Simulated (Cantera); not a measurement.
A closed system holds: 1 mol Si, 0.67 mol O₂, 3.2 mol N₂, equilibrated at 1423 K and 0.120 Pa.

Equilibrium computed with Cantera from the NASA thermochemical tables; the gas is ideal and each condensed phase is pure. Candidate condensed phases: Si, SiO₂, Si₂N₂O, Si₃N₄; 16 gas species. The tables hold silica as quartz up to 1696 K and as liquid above; real silica turns to tridymite and cristobalite and melts near 1996 K. Equilibrium is a limit: real reactors are often held back by kinetics, nucleation or transport.

Base state: N₂ 0.829, SiO 0.171 (mole fractions); condensed: SiO₂(β-quartz).

**Question.** What changes in the equilibrium state with this change: 0.23 mol Cl₂ added?

**Answer.** 
```csv
species,before,after
N₂,0.829,0.748
SiO,0.171,0.148
Cl,0,0.101
SiCl₂,0,0.00281
SiCl₃,0,0.000262
SiCl₄,0,9.70e-5
Cl₂,0,1.06e-5
"SiO₂(β-quartz), mol",0.340,0.354
```
The tables' values for SiCl₃ are old estimates; treat these amounts as uncertain.
